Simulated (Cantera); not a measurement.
## Transport properties of process gases

Gas mixture: 100 % O2, at 2.20 bar, frozen composition.

Cantera's kinetic-theory transport with the Lennard-Jones parameters of GRI-Mech 3.0, ideal gas; thermal conductivity in the multicomponent form.

```csv
T (K),ρ (kg/m³),cp (J/kg/K),μ (µPa s),λ (mW/m/K),Pr,D (cm²/s) CH4,D (cm²/s) OH,D (cm²/s) NH3
400,2.12,941.4,25.6,33.9,0.712,0.174,0.245,0.177
550,1.54,987.2,32.1,44.6,0.711,0.302,0.422,0.320
700,1.21,1031,37.8,54.9,0.710,0.455,0.634,0.493
850,0.996,1065,43.0,64.6,0.709,0.632,0.877,0.693
1000,0.847,1090,47.9,73.7,0.709,0.830,1.15,0.919
1150,0.736,1109,52.5,82.1,0.709,1.05,1.45,1.17
1300,0.651,1125,56.9,90.3,0.708,1.29,1.78,1.44
```
D: mixture-averaged diffusion coefficient of that species in the mixture.
